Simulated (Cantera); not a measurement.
Input: 1 mol Al, 2.9 mol Cl2, 1.5 mol H2, equilibrated at 1350 K and 0.00133 bar.

These are equilibrium values from Cantera (NASA tables, ideal gas, pure condensed phases), not measurements of a reactor. Candidate condensed phases: Al, AlCl3; 12 gas species. The tables' values for AlCl2 are old estimates; treat these amounts as uncertain. Kinetics and transport are ignored.

Base state: HCl 0.718, AlCl3 0.256, H2 0.0255, AlCl2 0.000548, Cl 0.000245, AlCl 1.72e-5, H 1.04e-5 (mole fractions); condensed: gas only.

### Question
What changes in the equilibrium state with this change: Cl2 from 2.9 to 0.43 mol?

### Answer
| species | before | after |
|---|---|---|
| H2 | 0.0255 | 0.635 |
| AlCl | 1.72e-5 | 0.364 |
| Al | <1e-9 | 0.000633 |
| HCl | 0.718 | 8.89e-5 |
| AlCl3 | 0.256 | 3.33e-6 |
| AlH | <1e-9 | 4.25e-5 |
| Cl | 0.000245 | 6.06e-9 |
| H | 1.04e-5 | 5.20e-5 |
| Al(l), mol | 0 | 0.139 |
